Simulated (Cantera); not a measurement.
Charge: 1 mol Si2H6, 0.85 mol Cl2, 10 mol N2, at 1075 K and 0.600 bar.

Method: chemical equilibrium by Gibbs-energy minimisation in Cantera with the NASA 1993 tables (ideal gas, pure condensed phases). Candidate condensed phases: NH4Cl, Si, Si3N4; 28 gas species. The feed counts by its element totals alone. N2 is the only nitrogen source here; it is nearly inert below about 1500 K, so the nitride shown seldom forms there in practice. Equilibrium is a limit: real reactors are often held back by kinetics, nucleation or transport.

Base state: N2 0.694, H2 0.176, HCl 0.127, SiCl4 0.00209, SiHCl3 3.58e-5, NH3 1.35e-5 (mole fractions); condensed: Si3N4(s).

Question: What changes in the equilibrium state with this change: temperature from 1075 K to 1725 K?

Answer: 
| species | before | after |
|---|---|---|
| N2 | 0.694 | 0.695 |
| H2 | 0.176 | 0.181 |
| HCl | 0.127 | 0.114 |
| SiCl2 | 1.67e-7 | 0.00802 |
| H | 7.95e-9 | 0.000102 |
| Cl | 5.20e-9 | 4.96e-5 |
| SiCl3 | 4.70e-6 | 0.00118 |
| Si3N4(s), mol | 0.658 | 0.626 |
The tables' values for SiCl3 are old estimates; treat these amounts as uncertain.
